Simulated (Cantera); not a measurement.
**Fluorocarbon and chlorocarbon gases: C₂F₆ + Si**

Charge: 1 mol C₂F₆, 1.2 mol Si, at 29.0 Pa.

These are equilibrium values from Cantera (NASA tables, ideal gas, pure condensed phases), not measurements of a reactor. Candidate condensed phases: C, Si, SiC; 23 gas species. The feed counts by its element totals alone. The tables' values for SiF₃, SiF₂ are old estimates; treat these amounts as uncertain. Gases not in the tables: C₂F₆ and larger saturated fluorocarbons. Kinetics and transport are ignored.

From 1100 °C to 2000 °C the condensed part is C(graphite). The main Si-bearing gas is SiF₄ throughout.

```csv
T (°C),log p SiF₄,log p F,log p CF₄,log p CF₂,n C(graphite)
1100,-3.63,-7.78,-4.24,-7.39,1.70
1200,-3.63,-6.97,-4.24,-6.67,1.70
1300,-3.64,-6.25,-4.24,-6.04,1.70
1400,-3.64,-5.63,-4.26,-5.50,1.69
1500,-3.65,-5.08,-4.31,-5.03,1.69
1600,-3.68,-4.62,-4.45,-4.67,1.67
1700,-3.73,-4.27,-4.82,-4.46,1.67
1800,-3.78,-4.05,-5.58,-4.49,1.74
1900,-3.81,-3.95,-6.63,-4.70,1.83
2000,-3.84,-3.89,-7.76,-4.97,1.90
```
log p: log10 of the partial pressure in bar; n: condensed amount in mol.
